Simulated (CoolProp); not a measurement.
CH2F2 (R32) at several states: density (kg/m³) from the reference equation and from simpler models built on Tc = 351.3 K, pc = 57.83 bar, ω = 0.277; each cubic takes its own stable root.

The numbers come from the reference Helmholtz-energy equation of state, Tillner-Roth 1997 in CoolProp.

| T (K) | p (bar) | phase | reference |
|---|---|---|---|
| 327.4 | 29.6 | gas | 83.46 |
| 188.4 | 0.353 | liquid | 1301 |
| 215.8 | 0.484 | gas | 1.435 |
| 347.2 | 15.2 | gas | 30.89 |

Task: How far does each simpler model (Redlich-Kwong, Soave-Redlich-Kwong) lie from the reference over these 4 states: mean and median of the absolute difference, and the worst?

Result: 
- Redlich-Kwong: mean 8.8 %, median 4.8 %, worst -24.7 % at 188.4 K and 0.353 bar
- Soave-Redlich-Kwong: mean 7.9 %, median 3.9 %, worst -22.7 % at 188.4 K and 0.353 bar
